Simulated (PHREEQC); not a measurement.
Solution (20 °C): 0.064 mol/kgw K2CO3 and 0.00029 mol/kgw H3BO3. Closed to the air; pH follows from the charge balance.

The numbers come from PHREEQC with the Pitzer model, pitzer.dat.

Each row changes one thing in this solution. Precipitation was switched off in this run.

```csv
case,pH,ionic strength (mol/kgw),CO3-2 (mol/kgw),HCO3- (mol/kgw),CO2 (mol/kgw)
as made,11.39,0.190,0.0615,0.00252,1.70e-8
K2CO3 from 0.064 to 0.032 mol/kgw,___,0.0941,0.0301,0.00192,1.83e-8
temperature from 20 to 45 °C,___,0.187,0.0593,0.00469,7.71e-8
H3BO3 left out,___,0.190,0.0616,0.00237,1.50e-8
K2CO3 from 0.064 to 0.64 mol/kgw,___,1.91,0.634,0.00558,9.15e-9
```

### Question
Some entries are withheld; supply them.

### Answer

- K2CO3 from 0.064 to 0.032 mol/kgw, pH: 11.28
- temperature from 20 to 45 °C, pH: 10.91
- H3BO3 left out, pH: 11.42
- K2CO3 from 0.064 to 0.64 mol/kgw, pH: 11.84

Complexes and solids missing from the database can't appear. Constants without temperature data keep their 25 °C values here.
